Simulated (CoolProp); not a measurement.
A closed Brayton cycle with carbon dioxide: compressor inlet 318.15 K and 8 MPa, high pressure 14.8 MPa, turbine inlet 655 K, compressor efficiency 0.85, turbine efficiency 0.93, recuperator effectiveness 0.9 (on enthalpy, no pinch check). Each further row changes one setting.

Computed with CoolProp (reference Helmholtz-energy equation of state, Span 1996).

| case | thermal efficiency (%) | net work (kJ/kg) | compressor to turbine work | compressor exit (K) | turbine exit (K) |
|---|---|---|---|---|---|
| as stated | 25.6 | 39.3 | 0.40 | 366.5 | 588.1 |
| turbine inlet 605 K | 23.3 | 33.1 | 0.45 | 366.5 | [?] |
| compressor inlet 328.15 K | 24.6 | [?] | 0.47 | 381.0 | 588.1 |
| high pressure 12.6 MPa | 23.4 | 30.5 | [?] | 353.6 | 605.4 |
| recuperator effectiveness 0.5 | 15.3 | 39.3 | 0.40 | 366.5 | 588.1 |

### Question
What belongs in the gaps?

### Answer

- turbine inlet 605 K, turbine exit (K): 540.8
- compressor inlet 328.15 K, net work (kJ/kg): 34.7
- high pressure 12.6 MPa, compressor to turbine work: 0.39
